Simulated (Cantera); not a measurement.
Charge: 1 mol Al, 1.1 mol N2, 1.3 mol H2, equilibrated at 1077 °C and 750 Torr.

These are equilibrium values from Cantera (NASA tables, ideal gas, pure condensed phases), not measurements of a reactor. Candidate condensed phases: Al, AlN; 13 gas species. Equilibrium is a limit: real reactors are often held back by kinetics, nucleation or transport.

Base state: H2 0.684, N2 0.316, NH3 3.25e-5 (mole fractions); condensed: AlN(s).

### Question
What changes in the equilibrium state with this change: Al replaced by Al(CH3)3?

### Answer
```tsv
species	before	after
H2	0.684	0.901
N2	0.316	0.0941
CH4	0	0.00468
HCN	0	9.49e-5
NH3	3.25e-5	2.68e-5
AlN(s), mol	1.00	1.00
C(graphite), mol	0	2.97
```
The feed counts by its element totals alone. Further candidate phases: C, C6H6, C7H8, C8H18.
